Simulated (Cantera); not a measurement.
An adiabatic, constant-volume homogeneous reactor starts with 9.54 % CH4, 8.30 % O2, 82.2 % N2, at 1123 K and 11.0 bar.

Computed with Cantera and GRI-Mech 3.0 (53 species, 325 reactions).

Question: Predict: time of steepest temperature rise; temperature at 0.600 s; equilibrium temperature; x(CH4) at 0.600 s; x(CH2O) at 0.600 s; x(CO2) at 0.600 s.

Answer: 
| Property | Value |
|---|---|
| time of steepest temperature rise | 41.7 ms |
| temperature at 0.600 s | 1828 K |
| equilibrium temperature | 1828 K |
| x(CH4) at 0.600 s | 1.36e-5 (gas-phase equilibrium 1.54e-7) |
| x(CH2O) at 0.600 s | 7.50e-8 (gas-phase equilibrium 7.43e-8) |
| x(CO2) at 0.600 s | 0.00911 (gas-phase equilibrium 0.00911) |
